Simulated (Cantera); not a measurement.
Charge: 1 mol SiC, 0.0041 mol H2O, 300 mol N2, held at 10.0 mbar.

Cantera equilibrium calculation (NASA polynomials, part measured and part estimated; ideal gas, pure solids and liquids). Candidate condensed phases: C, C6H6, C7H8, C8H18, H2O, Si, SiC, SiO2, Si2N2O, Si3N4; 151 gas species. The tables' values for SiN are old estimates; treat these amounts as uncertain. Kinetics and transport are ignored. All values below are at 2048 K.

Base state: N2 0.999, Si 0.000493, SiC2 2.54e-5, Si2C 1.65e-5, H 1.44e-5, CO 1.35e-5, SiN 1.15e-5, HCN 1.14e-5 (mole fractions); condensed: C(graphite) + SiC(s).

Question: What changes in the equilibrium state with this change: pressure from 10.0 mbar to 11.0 Pa?

Answer: 
```csv
species,before,after
N2,0.999,0.997
Si,0.000493,0.00314
SiC2,2.54e-5,0.000162
CN,1.04e-5,9.91e-5
HCN,1.14e-5,2.07e-6
Si2C,1.65e-5,7.34e-6
H,1.44e-5,2.50e-5
"C(graphite), mol",0.137,0.863
"SiC(s), mol",0.830,0
```
